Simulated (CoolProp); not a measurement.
Properties of propylene along the isobar 1.06 MPa.

Values from CoolProp's reference Helmholtz-energy equation of state, Lemmon 2013.

| T (°C) | phase | density (kg/m³) | isothermal compressibility (1/MPa) | expansivity (1/kK) | viscosity (µPa s) | fugacity coefficient |
|---|---|---|---|---|---|---|
| -39.05 | liquid | 600.5 | 0.002064 | 2.103 | 180 | 0.1371 |
| -15.45 | liquid | 569.4 | 0.002961 | 2.427 | 141 | 0.3180 |
| 8.05 | liquid | 534.8 | 0.004597 | 2.961 | 112 | 0.6157 |
| 31.55 | gas | 21.00 | 1.161 | 5.782 | 9.02 | 0.8616 |
| 55.05 | gas | 18.62 | 1.090 | 4.586 | 9.71 | 0.8907 |
| 78.65 | gas | 16.86 | 1.051 | 3.886 | 10.4 | 0.9121 |
| 102.15 | gas | 15.48 | 1.025 | 3.416 | 11.1 | 0.9282 |
| 125.65 | gas | 14.34 | 1.008 | 3.072 | 11.7 | 0.9408 |
| 149.15 | gas | 13.39 | 0.9952 | 2.804 | 12.4 | 0.9507 |
| 172.75 | gas | 12.56 | 0.9856 | 2.587 | 13.0 | 0.9588 |
| 196.25 | gas | 11.85 | 0.9781 | 2.407 | 13.6 | 0.9653 |
| 219.75 | gas | 11.22 | 0.9721 | 2.255 | 14.2 | 0.9707 |
| 243.25 | gas | 10.65 | 0.9673 | 2.123 | 14.8 | 0.9753 |
| 266.85 | gas | 10.15 | 0.9634 | 2.008 | 15.4 | 0.9791 |

Viscosity comes from a separate model (Huber 2003), an estimate that may be off by 10 % or more.
